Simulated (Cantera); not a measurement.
Feed: 1 mol Si3H8, 1.6 mol HCl, 140 mol H2, held at 75.0 Torr.

These are equilibrium values from Cantera (NASA tables, ideal gas, pure condensed phases), not measurements of a reactor. Candidate condensed phases: Si; 19 gas species. The feed counts by its element totals alone. The tables' values for SiCl3 are old estimates; treat these amounts as uncertain. Gases not in the tables: Si2H6 and higher silanes. Kinetics and transport are ignored.

log p: log10 of the partial pressure in bar; n: condensed amount in mol.

```tsv
T (K)	log p H2	log p HCl	log p H	log p SiHCl3	log p SiCl4	log p SiCl2	log p SiH2Cl2	n Si(s)	n Si(l)
998	-1.00	-3.23	-9.17	-4.14	…	-5.22	-5.04	2.78	0
1098	-1.00	-3.04	-8.11	-4.60	…	-4.77	-5.32	2.90	0
1198	-1.00	-2.99	-7.22	-5.30	…	-4.61	-5.77	2.95	0
1298	-1.00	-2.99	-6.47	-5.99	…	-4.54	-6.21	2.95	0
1398	-1.00	-2.99	-5.83	-6.60	…	-4.50	-6.60	2.95	0
1498	-1.00	-2.99	-5.27	-7.13	…	-4.46	-6.94	2.95	0
1598	-1.00	-2.99	-4.78	-7.60	…	-4.44	-7.23	2.95	0
1698	-1.00	-2.99	-4.34	-8.01	…	-4.42	-7.50	0	2.94
1798	-1.01	-2.99	-3.96	-8.44	…	-4.48	-7.81	0	2.94
```

Task: Some entries are withheld; supply them.

Result: 
- 998, log p SiCl4: -4.21
- 1098, log p SiCl4: -4.81
- 1198, log p SiCl4: -5.72
- 1298, log p SiCl4: -6.63
- 1398, log p SiCl4: -7.43
- 1498, log p SiCl4: -8.13
- 1598, log p SiCl4: -8.74
- 1698, log p SiCl4: -9.28
- 1798, log p SiCl4: -9.82
